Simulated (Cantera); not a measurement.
**Dilute partial oxidation**

An isothermal, constant-pressure homogeneous reactor starts with CH₃OH : O₂ : N₂ = 0.017 : 0.024 : 1 (molar parts), at 1050 K and 3.80 bar.

Detailed kinetics in Cantera: GRI-Mech 3.0 (53 species, 325 reactions). GRI-Mech 3.0 was tuned for natural gas; its chemistry of methanol as a main component is partial and can be far from experiment. The temperature is held fixed by assumption; the heat of reaction is taken as removed at once.

```csv
t (s),x CH₃OH,x O₂,x N₂O,x C₂H₄,x CH₃
0.000200,0.0163,0.0231,<1e-12,<1e-12,4.78e-10
0.000518,0.0163,0.0231,<1e-12,<1e-12,5.79e-10
0.00134,0.0163,0.0231,<1e-12,<1e-12,5.85e-10
0.00347,0.0163,0.0231,<1e-12,<1e-12,5.80e-10
0.00898,0.0163,0.0231,2.16e-12,<1e-12,5.67e-10
0.0233,0.0163,0.0231,1.45e-11,<1e-12,5.37e-10
0.0602,0.0163,0.0230,1.06e-10,<1e-12,4.47e-10
0.156,6.52e-9,0.00675,2.93e-8,<1e-12,2.34e-10
0.403,4.69e-12,0.00224,1.30e-7,<1e-12,3.88e-12
1.04,<1e-12,0.000465,1.80e-7,<1e-12,<1e-12
2.70,<1e-12,8.05e-6,1.00e-7,<1e-12,<1e-12
7.00,<1e-12,6.85e-8,3.85e-8,<1e-12,<1e-12
```
x: mole fraction; the columns are a selection and need not sum to one.

Equilibrium at this temperature and pressure: CH₃OH <1e-12, O₂ <1e-12, N₂O <1e-12, C₂H₄ <1e-12, CH₃ <1e-12 (gas phase only).
